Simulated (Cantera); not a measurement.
Input: 1 mol Fe₃O₄, 1.9 mol C, 0.21 mol H₂, equilibrated at 630 Pa.

Equilibrium computed with Cantera from the NASA thermochemical tables; the gas is ideal and each condensed phase is pure. Candidate condensed phases: C, C₆H₆, C₇H₈, C₈H₁₈, Fe, Fe(CO)₅, FeO, Fe(OH)₂, Fe(OH)₃, Fe₂O₃, Fe₃O₄, H₂O; 114 gas species. Each liquid is taken as pure. Mutual solubility and eutectic melting of coexisting phases are not modelled. The tables' stoichiometric FeO is somewhat more stable than real wüstite, so its field is too wide. FeO: taken at fixed stoichiometry. Kinetics and transport are ignored.

Question: Which condensed phases are stable at each of these points (T (K)): 1748, 1848, 1948, 2048, 2148, 2248, 2348, 2448, 2548?

Answer: 
| T (K) | condensed phases | Fe condensed (%) |
|---|---|---|
| 1748 | Fe(δ) + FeO(l) | 99.8 |
| 1848 | Fe(l) + FeO(l) | 99.4 |
| 1948 | Fe(l) + FeO(l) | 97.7 |
| 2048 | Fe(l) + FeO(l) | 92.2 |
| 2148 | Fe(l) + FeO(l) | 73.3 |
| 2248 | FeO(l) | 56.6 |
| 2348 | FeO(l) | 44.3 |
| 2448 | FeO(l) | 4.1 |
| 2548 | gas only | 0.0 |

At 1748 K the condensed part is Fe(δ) + FeO(l). From 1848 K to 2148 K the condensed part is Fe(l) + FeO(l). From 2248 K to 2448 K the condensed part is FeO(l). At 2548 K nothing is condensed.
